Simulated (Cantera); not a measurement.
# SiCl4 + CH4 + H2 (silicon carbide growth)

A closed system holds: 1 mol SiCl4, a varied amount of CH4, 320 mol H2, at 1200 K and 5.25 Torr.

These are equilibrium values from Cantera (NASA tables, ideal gas, pure condensed phases), not measurements of a reactor. Candidate condensed phases: C, C6H6, C7H8, C8H18, Si, SiC; 109 gas species. Mutual solubility and eutectic melting of coexisting phases are not modelled. Kinetics and transport are ignored.

```tsv
n(CH4) (mol)	x H2	x HCl	x SiCl2	x CH4	n Si(s)	n SiC(s)	n C(graphite)
0.016	0.988	0.0117	0.000328	1.82e-7	0.873	0.0159	0
0.031	0.988	0.0117	0.000328	1.82e-7	0.858	0.0309	0
0.058	0.988	0.0117	0.000328	1.82e-7	0.831	0.0579	0
0.11	0.988	0.0117	0.000327	1.82e-7	0.779	0.110	0
0.21	0.988	0.0117	0.000327	1.82e-7	0.679	0.210	0
0.39	0.988	0.0117	0.000326	1.82e-7	0.499	0.390	0
0.74	0.988	0.0117	0.000325	1.82e-7	0.149	0.740	0
1.4	0.988	0.0123	6.11e-7	0.000108	0	1.000	0.365
2.6	0.988	0.0122	6.02e-7	0.000108	0	1.000	1.56
```
x: gas mole fraction; n: condensed amount in mol.

From 0.016 mol CH4 to 0.74 mol CH4 the condensed part is Si(s) + SiC(s). From 1.4 mol CH4 to 2.6 mol CH4 the condensed part is C(graphite) + SiC(s). The main Si-bearing gas is SiCl2 throughout.
